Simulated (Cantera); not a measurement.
A closed system holds: 1 mol Si, 0.69 mol Cl2, 12 mol H2, equilibrated at 1398.15 K and 101000 Pa.

Equilibrium computed with Cantera from the NASA thermochemical tables; the gas is ideal and each condensed phase is pure. Candidate condensed phases: Si; 19 gas species. The tables' values for SiCl3 are old estimates; treat these amounts as uncertain. Equilibrium is a limit: real reactors are often held back by kinetics, nucleation or transport.

Base state: H2 0.925, HCl 0.0549, SiCl2 0.00959, SiHCl3 0.00407, SiCl4 0.00343, SiCl3 0.00278, SiH2Cl2 0.000723, SiH3Cl 3.70e-5 (mole fractions); condensed: Si(s).

### Question
What changes in the equilibrium state with this change: Cl2 from 0.69 to 1.3 mol?

### Answer
| species | before | after |
|---|---|---|
| H2 | 0.925 | 0.883 |
| HCl | 0.0549 | 0.0716 |
| SiCl2 | 0.00959 | 0.0171 |
| SiCl4 | 0.00343 | 0.0109 |
| SiCl3 | 0.00278 | 0.00662 |
| SiHCl3 | 0.00407 | 0.00947 |
| SiH2Cl2 | 0.000723 | 0.00123 |
| SiH3Cl | 3.70e-5 | 4.61e-5 |
| Si(s), mol | 0.741 | 0.411 |
